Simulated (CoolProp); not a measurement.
Vapour-liquid equilibrium of R1234yf (1) + R152A (2) at 0.0131 MPa; x and y are mole fractions of (1).

Computed with CoolProp (multi-fluid Helmholtz-energy mixture model, Lemmon 2022 and Outcalt 1996; pair parameters Bell 2023).

| x | bubble temperature (K) | y at the bubble point | dew temperature at overall composition x (K) | liquid density (mol/L) |
|---|---|---|---|---|
| 0.05 | 210.2 | 0.098 | 210.6 | 16.16 |
| 0.15 | 209.0 | 0.248 | 209.8 | 15.58 |
| 0.25 | 208.1 | 0.361 | 209.0 | 15.04 |
| 0.35 | 207.5 | 0.454 | 208.2 | 14.54 |
| 0.45 | 207.0 | 0.538 | 207.5 | 14.06 |
| 0.55 | 206.6 | 0.618 | 206.9 | 13.62 |
| 0.65 | 206.3 | 0.698 | 206.4 | 13.21 |
| 0.75 | 206.0 | 0.780 | 206.1 | 12.83 |
| 0.85 | 205.8 | 0.865 | 205.9 | 12.47 |
| 0.95 | 205.7 | 0.954 | 205.7 | 12.13 |

No azeotrope shows between x = 0.05 and 0.95.

Pair parameters are fitted to limited data, so mixtures are less certain than the pure fluids.
